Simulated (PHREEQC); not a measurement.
HF is added in steps, without added water, to 1 kg of water holding 0.0078 mol/kgw H3AsO4, 0.0017 mol/kgw NaOH and 0.057 mol/kgw NaCl, at 25 °C. Oxygen is held at 0.21 atm. CO2 from the air is kept out. Solids allowed: Halite. Others were left out.

Base run: PHREEQC, ion-association model, wateq4f.dat. Each further column changes one thing. The table gives pH.

| HF added (mol) | base | NaOH replaced by NaH2PO4 at the same molality | temperature from 25 to 35 °C | 0.043 mol/kgw H2SO4 added | no solid may form |
|---|---|---|---|---|---|
| 0 | 2.52 | 2.43 | 2.53 | 1.33 | 2.52 |
| 0.005531 | 2.44 | 2.37 | 2.46 | 1.33 | 2.44 |
| 0.01106 | 2.38 | 2.33 | 2.41 | 1.33 | 2.38 |
| 0.01659 | 2.34 | 2.29 | 2.36 | 1.33 | 2.34 |
| 0.02212 | 2.30 | 2.26 | 2.33 | 1.33 | 2.30 |
| 0.02766 | 2.27 | 2.24 | 2.30 | 1.33 | 2.27 |
| 0.03134 | 2.26 | 2.22 | 2.28 | 1.33 | 2.26 |
| 0.03687 | 2.23 | 2.20 | 2.26 | 1.33 | 2.23 |
| 0.04241 | 2.21 | 2.18 | 2.24 | 1.33 | 2.21 |
| 0.04794 | 2.19 | 2.16 | 2.22 | 1.33 | 2.19 |
| 0.05347 | 2.18 | 2.15 | 2.20 | 1.32 | 2.18 |
| 0.059 | 2.16 | 2.13 | 2.18 | 1.32 | 2.16 |

wateq4f.dat counts part of the HF as a dimer, H2F2, which phreeqc.dat doesn't know; its constant is uncertain. H3PO4, which wateq4f.dat lacks, is added to it with the constant of phreeqc.dat. Solids allowed in the column '0.043 mol/kgw H2SO4 added': Halite, Mirabilite.
